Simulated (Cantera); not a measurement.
A perfectly stirred reactor is fed with CH₄ : C₂H₆ : O₂ : N₂ = 1 : 0.055 : 5.2 : 36.2 (molar parts), equivalence ratio 0.42, at 9.87 atm; it is adiabatic with a 600 K inlet, and is followed from long to short residence time, starting on the burning branch (τ in s: 0.2, 0.087, 0.037, 0.016, 0.0068, 0.0029, 0.0012, 0.00053, 0.00023, 9.7e-05).

Computed with Cantera and GRI-Mech 3.0 (53 species, 325 reactions).

Task: Predict: blow-out, bracketed by the residence times tried; x(CH₄) at τ = 0.200 s; x(C₂H₆) at τ = 0.200 s; x(O₂) at τ = 0.200 s; x(C₂H₂) at τ = 0.200 s; x(H₂O₂) at τ = 0.200 s; x(CH₄) at τ = 2.90 ms; x(C₂H₆) at τ = 2.90 ms; x(O₂) at τ = 2.90 ms.

Result: 
```
Item                                                                          Result
------------------------------------------------  ----------------------------------
blow-out, bracketed by the residence times tried  burning at 87.0 ms, out at 37.0 ms
x(CH₄) at τ = 0.200 s                                                       0.000468
x(C₂H₆) at τ = 0.200 s                                                       8.96e-6
x(O₂) at τ = 0.200 s                                                          0.0732
x(C₂H₂) at τ = 0.200 s                                                       7.66e-7
x(H₂O₂) at τ = 0.200 s                                                       2.00e-6
x(CH₄) at τ = 2.90 ms                                                         0.0236
x(C₂H₆) at τ = 2.90 ms                                                       0.00130
x(O₂) at τ = 2.90 ms                                                           0.122
```
